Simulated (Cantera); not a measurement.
Input (Python, Cantera) and output of one run.

```python
import numpy as np
import cantera as ct

gas_names = """
    Cu CuO Cu2 H HO2 H2 H2O H2O2 O OH O2 O3
""".split()
cond_names = """
    Cu(cr) Cu(L) CuO(s) CuO2H2(s) Cu2O(s) Cu2O(L) H2O(s) H2O(L)
""".split()


def load(file, names, dense=False):
    # The tables refer to 1 bar. Condensed volumes are neglected.
    table = {s.name: s for s in ct.Species.list_from_file(file)}
    out = []
    for n in names:
        d = dict(table[n].input_data)
        d["thermo"] = dict(d["thermo"], **{"reference-pressure": 1e5})
        if dense:
            d["equation-of-state"] = {"model": "constant-volume", "density": "1e6 g/cm^3"}
        out.append(ct.Species.from_dict(d))
    return out


gas = ct.Solution(thermo="ideal-gas", species=load("nasa_gas.yaml", gas_names))
cond = {s.name: ct.Solution(thermo="fixed-stoichiometry", species=[s], name=s.name)
        for s in load("nasa_condensed.yaml", cond_names, dense=True)}
atoms = {
    'Cu2O': {'Cu': 2, 'O': 1},
    'H2': {'H': 2},
}
top_T = {'CuO(s)': 1390}  # K; cautious upper limits of use, not melting points


def equilibrate(T, P, feed):
    n = {}
    for name, mol in feed.items():
        for a, k in atoms[name].items():
            n[a] = n.get(a, 0.0) + k * mol
    gas.TPX = T, P, n
    mass = sum(n.values()) * gas.mean_molecular_weight
    gas.equilibrate("TP")
    valid = [c for c in cond.values() if c.min_temp <= T <= top_T.get(c.name, c.max_temp)]
    mix = ct.Mixture([(gas, mass / gas.mean_molecular_weight)] + [(c, 0.0) for c in valid])
    mix.T, mix.P = T, P
    mix.equilibrate("TP", solver="vcs", rtol=1e-11, max_steps=5000)
    return mix


results = []
feed = {'Cu2O': 1, 'H2': 0.65}  # mol
T = 1925  # K
P = 10000  # Pa
mix = equilibrate(T, P, feed)
results.append((T, P, feed, dict(zip(mix.species_names, mix.species_moles))))
print(gas.report(threshold=1e-05))
for i in range(1, mix.n_phases):
    print(f"{mix.phase(i).name:16s} {mix.phase_moles(i):12.5e} mol")
```

Output:

```
       temperature   1925 K
          pressure   10000 Pa
           density   0.012583 kg/m^3
  mean mol. weight   20.139 kg/kmol
   phase of matter   gas

                          1 kg             1 kmol
                     ---------------   ---------------
          enthalpy       -6.9308e+06       -1.3958e+08  J
   internal energy       -7.7255e+06       -1.5558e+08  J
           entropy             14137         2.847e+05  J/K
    Gibbs function       -3.4144e+07       -6.8762e+08  J
 heat capacity c_p            2443.7             49213  J/K
 heat capacity c_v            2030.8             40899  J/K

                      mass frac. Y      mole frac. X     chem. pot. / RT
                     ---------------   ---------------   ---------------
                Cu          0.065785          0.020848             -7.64
               CuO        0.00087442        0.00022138           -24.339
               Cu2        0.00041632         6.597e-05            -15.28
                 H         5.938e-06        0.00011864           -14.069
                H2        0.00015416         0.0015399           -28.138
               H2O           0.79263           0.88607           -44.837
                 O        0.00026933        0.00033902           -16.699
                OH         0.0049824         0.0058999           -30.768
                O2           0.13488          0.084893           -33.398
     [   +3 minor]         3.094e-06         1.884e-06

Cu(L)             1.53515e+00 mol
Cu2O(L)           2.24689e-01 mol
```

These are equilibrium values from Cantera (NASA tables, ideal gas, pure condensed phases), not measurements of a reactor. Each liquid is taken as pure. Mutual solubility and eutectic melting of coexisting phases are not modelled.
